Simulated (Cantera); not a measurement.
Input: 1 mol Ta2O5, 0.62 mol C, 2.1 mol CO, equilibrated at 650 °C and 69.0 Pa.

Equilibrium computed with Cantera from the NASA thermochemical tables; the gas is ideal and each condensed phase is pure. Candidate condensed phases: C, Ta, TaC, Ta2O5; 15 gas species. The numbers say what is thermodynamically allowed, not how fast it happens.

Base state: CO 0.998, CO2 0.00216 (mole fractions); condensed: C(graphite) + Ta2O5(s).

**Question.** What changes in the equilibrium state with this change: pressure from 69.0 Pa to 13300 Pa?

**Answer.** 
```json
[
 {"species": "CO", "before": "0.998", "after": "0.759"},
 {"species": "CO2", "before": "0.00216", "after": "0.241"},
 {"species": "C(graphite), mol", "before": "0.625", "after": "1.03"},
 {"species": "Ta2O5(s), mol", "before": "1.00", "after": "1.00"}
]
```

**Question.** What changes in the equilibrium state with this change: Ta2O5 replaced by Fe3O4?

**Answer.** 
```
species            before  after
----------------  -------  -----
CO                  0.998  0.772
CO2               0.00216  0.228
C(graphite), mol    0.625      0
Ta2O5(s), mol        1.00      0
Fe(α), mol              0  0.241
FeO(s), mol             0   2.76
```
The tables' stoichiometric FeO is somewhat more stable than real wüstite, so its field is too wide. FeO: taken at fixed stoichiometry. Further candidate phases: Fe, Fe(CO)5, FeO, Fe2O3, Fe3O4.
